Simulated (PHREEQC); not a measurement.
**Reverse-osmosis permeate (model solution)**

Synthetic water in mg/L, 25 °C, pH 7.26, pe 12.1:

```json
[
 {"constituent": "Na", "mg/L": "4.92"},
 {"constituent": "K", "mg/L": "0.0109"},
 {"constituent": "Ca", "mg/L": "5.13"},
 {"constituent": "Mg", "mg/L": "3.66"},
 {"constituent": "Cl", "mg/L": "5.42"},
 {"constituent": "S(6) as SO4", "mg/L": "9.09"},
 {"constituent": "Alkalinity as HCO3", "mg/L": "25.6"},
 {"constituent": "F", "mg/L": "0.00202"},
 {"constituent": "Br", "mg/L": "0.044"},
 {"constituent": "Ni", "mg/L": "0.337"}
]
```

Cl is adjusted to close the charge balance.
Valence states are taken as typed.

The numbers come from PHREEQC with the ion-association model, wateq4f.dat.

ionic strength: 0.00113 mol/kgw

```tsv
species	molality	activity	log γ
HCO3-	0.000409	0.000394	-0.016
Na+	0.000214	0.000206	-0.016
Cl-	0.000173	0.000167	-0.017
Mg+2	0.000148	0.000127	-0.064
Ca+2	0.000126	0.000108	-0.065
SO4-2	9.05e-5	7.79e-5	-0.065
CO2	4.87e-5	4.87e-5	0.000
NiCO3	3.83e-6	3.84e-6	0.000
MgSO4	2.32e-6	2.32e-6	0.000
Ni+2	1.79e-6	1.54e-6	-0.066
CaSO4	1.68e-6	1.68e-6	0.000
MgHCO3+	6.10e-7	5.87e-7	-0.016
CaHCO3+	5.65e-7	5.45e-7	-0.016
```

No solid was allowed to form. The database's nickel carbonate constants are estimates that later reviews lower a good deal.
